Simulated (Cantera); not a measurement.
Charge: 1 mol SiH2Cl2, 15 mol N2O, held at 41000 Pa.

These are equilibrium values from Cantera (NASA tables, ideal gas, pure condensed phases), not measurements of a reactor. Candidate condensed phases: H2O, NH4Cl, Si, SiO2, Si2N2O, Si3N4; 47 gas species. The tables hold silica as quartz up to 1696 K and as liquid above; real silica turns to tridymite and cristobalite and melts near 1996 K. The numbers say what is thermodynamically allowed, not how fast it happens.

At 1823 K, list the 4 most abundant gas species with their mole fractions, and the condensed phases.

N2 0.633, O2 0.267, HCl 0.0611, Cl 0.0206. Condensed: SiO2(condensed).
